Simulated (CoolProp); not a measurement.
Properties of ammonia along the isotherm 455.4 K.

Model: reference Helmholtz-energy equation of state, Gao 2020, in CoolProp.

```
p (kPa)          phase  cv (kJ/(kg K))  isothermal compressibility (1/MPa)  expansivity (1/kK)  viscosity (µPa s)
-------  -------------  --------------  ----------------------------------  ------------------  -----------------
10000              gas           2.339                              0.1366               5.478               17.2
20000    supercritical           2.798                              0.1015               17.42               26.2
30000    supercritical           2.699                             0.02346               8.825               41.5
40000    supercritical           2.642                             0.01037               5.284               49.4
50000    supercritical           2.623                            0.006465               3.938               54.9
60000    supercritical           2.617                            0.004666               3.223               59.3
70000    supercritical           2.616                            0.003643               2.775               63.0
80000    supercritical           2.618                            0.002986               2.463               66.4
90000    supercritical           2.620                            0.002529               2.232               69.4
100000   supercritical           2.623                            0.002193               2.053               72.2
```

Viscosity comes from a separate model (Fenghour 1995).
